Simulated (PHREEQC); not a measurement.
Solution (64 °C): 0.0028 mol NiSO4, 0.051 mol NaCl and 0.00025 mol NiCl2 per kg of water. Closed to the air; pH follows from the charge balance.

Computed with PHREEQC (ion-association model, wateq4f.dat).

Q: The ionic strength comes out as 0.0610 mol/kgw. What activity coefficients do NiCl+, H+, SO4-2, NiOH+, NaSO4- get?

A: NiCl+ 0.80, H+ 0.84, SO4-2 0.41, NiOH+ 0.80, NaSO4- 0.81.

Precipitation was switched off in this run. Species that the database lacks are ignored. Away from 25 °C the constants follow the database's enthalpies or fits; those with neither stay at their 25 °C values.
